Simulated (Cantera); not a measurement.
A closed system holds: 1 mol SiHCl₃, 7 mol N₂, 1.1 mol H₂, equilibrated at 1550 K and 14.0 Pa.

Equilibrium computed with Cantera from the NASA thermochemical tables; the gas is ideal and each condensed phase is pure. Candidate condensed phases: NH₄Cl, Si, Si₃N₄; 28 gas species. The tables' values for SiCl₃, SiCl are old estimates; treat these amounts as uncertain. Kinetics and transport are ignored.

### Question
What is the equilibrium state?

### Answer
- x(N₂) = 0.693
- x(H₂) = 0.109
- x(SiCl₂) = 0.0981
- x(HCl) = 0.0980
- x(H) = 0.000878
- x(Cl) = 0.000631
- x(SiCl₃) = 0.000629
- x(SiCl) = 0.000135
- x(Si) = 7.93e-5
- gas amount = 10.11 mol
- log10 activity of Si(s) (absent) = -0.48
